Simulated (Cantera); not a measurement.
Input: 1 mol SiO2, 2.3 mol MgCl2, 6.4 mol O2, held at 1 atm.

These are equilibrium values from Cantera (NASA tables, ideal gas, pure condensed phases), not measurements of a reactor. Candidate condensed phases: Mg, MgCl2, MgO, MgSiO3, Mg2SiO4, Si, SiO2; 20 gas species. Mutual solubility and eutectic melting of coexisting phases are not modelled. Condensed phases not in the tables: alloys, solid solutions and most ternary compounds. Equilibrium is a limit: real reactors are often held back by kinetics, nucleation or transport.

x: gas mole fraction; n: condensed amount in mol.

```csv
T (°C),x O2,x Cl2,x Cl,x MgCl2,x ClO,n Mg2SiO4(s),n MgSiO3(s),n MgSiO3(l)
1302,0.685,0.231,0.0451,0.0381,…,1.00,0,0
1352,0.680,0.222,0.0595,0.0378,…,1.00,0,0
1402,0.674,0.211,0.0767,0.0375,…,1.000,0,0
1452,0.668,0.193,0.0954,0.0425,…,0.956,0.0445,0
1502,0.664,0.165,0.113,0.0560,…,0.838,0.162,0
1552,0.659,0.138,0.131,0.0698,0.00186,0.714,0.286,0
1602,0.657,0.109,0.146,0.0861,0.00198,0.564,0,0.436
1652,0.656,0.0818,0.156,0.104,0.00203,0.395,0,0.605
1702,0.656,0.0596,0.162,0.120,0.00204,0.247,0,0.753
1752,0.656,0.0427,0.166,0.132,0.00201,0.126,0,0.874
1802,0.657,0.0304,0.168,0.142,0.00196,0.0329,0,0.967
```

**Question.** Complete the blanks.

**Answer.** 
- 1302, x ClO: 0.000844
- 1352, x ClO: 0.00105
- 1402, x ClO: 0.00127
- 1452, x ClO: 0.00150
- 1502, x ClO: 0.00169
